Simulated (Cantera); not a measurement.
A Cantera script and its output.

```python
import numpy as np
import cantera as ct

gas = ct.Solution("h2o2.yaml")
gas.TPX = 1348, 100000, {'H2': 1, 'O2': 1, 'N2': 4.5}
reactor = ct.IdealGasConstPressureReactor(gas, energy="off", clone=False)
net = ct.ReactorNet([reactor])
net.rtol, net.atol = 1e-08, 1e-18
show = ['H2', 'O2', 'H', 'HO2', 'O', 'OH', 'H2O2']
times = np.geomspace(6e-05, 30, 14)

steps = ct.SolutionArray(gas, extra=["t"])
rows = []
print(f"{'t/s':>10s}{'T/K':>9s}{'P/Pa':>11s}" + "".join(f"{s:>11s}" for s in show))
for t in times:
    while net.time < t:
        t_next = net.step()
        steps.append(gas.state, t=t_next)
    rows.append([np.interp(t, steps.t, y) for y in (steps.T, steps.P, *steps(*show).X.T)])
    print(f"{t:10.3e}{rows[-1][0]:9.1f}{rows[-1][1]:11.4g}" + "".join(f"{x:11.3e}" for x in rows[-1][2:]))
rate = np.gradient(steps.T, steps.t)
print("integrator steps:", len(steps.t))
if steps.T.max() > steps.T[0] + 200:
    print(f"time of steepest temperature rise: {steps.t[rate.argmax()]:.4e} s")
gas.TPX = 1348, 100000, {'H2': 1, 'O2': 1, 'N2': 4.5}
gas.equilibrate("TP")
print(f"equilibrium (TP): T = {gas.T:.1f} K  " + "  ".join(f"{s} {gas[s].X[0]:.3e}" for s in show))
```

Result:

```
       t/s      T/K       P/Pa         H2         O2          H        HO2          O         OH       H2O2
 6.000e-05   1348.0      1e+05  6.848e-03  8.376e-02  7.624e-03  5.984e-05  5.454e-03  4.221e-03  5.996e-06
 1.646e-04   1348.0      1e+05  7.390e-04  8.313e-02  1.784e-04  2.706e-05  4.588e-04  1.114e-03  2.121e-06
 4.518e-04   1348.0      1e+05  8.239e-05  8.324e-02  6.682e-06  5.395e-06  5.084e-05  3.766e-04  5.737e-07
 1.240e-03   1348.0      1e+05  1.138e-05  8.329e-02  4.722e-07  1.042e-06  9.025e-06  1.617e-04  1.670e-07
 3.402e-03   1348.0      1e+05  2.265e-06  8.331e-02  5.606e-08  2.613e-07  2.251e-06  8.088e-05  5.349e-08
 9.334e-03   1348.0      1e+05  6.303e-07  8.332e-02  9.535e-09  8.767e-08  6.952e-07  4.486e-05  1.887e-08
 2.561e-02   1348.0      1e+05  2.287e-07  8.333e-02  2.223e-09  4.545e-08  2.571e-07  2.722e-05  7.588e-09
 7.028e-02   1348.0      1e+05  1.278e-07  8.333e-02  9.331e-10  3.798e-08  1.356e-07  1.974e-05  4.241e-09
 1.928e-01   1348.0      1e+05  1.149e-07  8.333e-02  7.905e-10  3.750e-08  1.187e-07  1.846e-05  3.767e-09
 5.292e-01   1348.0      1e+05  1.148e-07  8.333e-02  7.891e-10  3.750e-08  1.186e-07  1.845e-05  3.762e-09
 1.452e+00   1348.0      1e+05  1.148e-07  8.333e-02  7.891e-10  3.750e-08  1.186e-07  1.845e-05  3.762e-09
 3.984e+00   1348.0      1e+05  1.148e-07  8.333e-02  7.891e-10  3.750e-08  1.186e-07  1.845e-05  3.762e-09
 1.093e+01   1348.0      1e+05  1.148e-07  8.333e-02  7.891e-10  3.750e-08  1.186e-07  1.845e-05  3.762e-09
 3.000e+01   1348.0      1e+05  1.148e-07  8.333e-02  7.891e-10  3.750e-08  1.186e-07  1.845e-05  3.762e-09
integrator steps: 1587
equilibrium (TP): T = 1348.0 K  H2 1.148e-07  O2 8.333e-02  H 7.891e-10  HO2 3.750e-08  O 1.186e-07  OH 1.845e-05  H2O2 3.762e-09
```

Model: the H2/O2 subset of GRI-Mech 3.0, which has no nitrogen chemistry, integrated in Cantera. The temperature is held fixed by assumption; the heat of reaction is taken as removed at once.
